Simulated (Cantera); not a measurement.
Input: 1 mol SiC, 0.012 mol N2O, 12 mol H2, held at 1573.15 K and 1 atm.

Equilibrium computed with Cantera from the NASA thermochemical tables; the gas is ideal and each condensed phase is pure. Candidate condensed phases: C, C6H6, C7H8, C8H18, H2O, Si, SiC, SiO2, Si2N2O, Si3N4; 151 gas species. Mutual solubility and eutectic melting of coexisting phases are not modelled. Kinetics and transport are ignored.

Base state: H2 0.998, N2 0.000555, CO 0.000524, CH4 0.000378, H 4.04e-5, SiO 3.29e-5 (mole fractions); condensed: SiC(s) + Si2N2O(s).

What changes in the equilibrium state with this change: N2O from 0.012 to 2.2 mol?


| species | before | after |
|---|---|---|
| H2 | 0.998 | 0.803 |
| N2 | 0.000555 | 0.129 |
| CO | 0.000524 | 0.0667 |
| SiO | 3.29e-5 | 2.80e-5 |
| CO2 | <1e-9 | 1.05e-5 |
| H2O | 2.70e-6 | 0.000364 |
| NH3 | 1.19e-6 | 1.32e-5 |
| HCN | 8.31e-6 | 8.63e-5 |
| SiC(s), mol | 0.989 | 0 |
| Si2N2O(s), mol | 0.00528 | 0.267 |
| SiO2(β-quartz), mol | 0 | 0.466 |
The tables hold silica as quartz up to 1696 K and as liquid above; real silica turns to tridymite and cristobalite and melts near 1996 K.
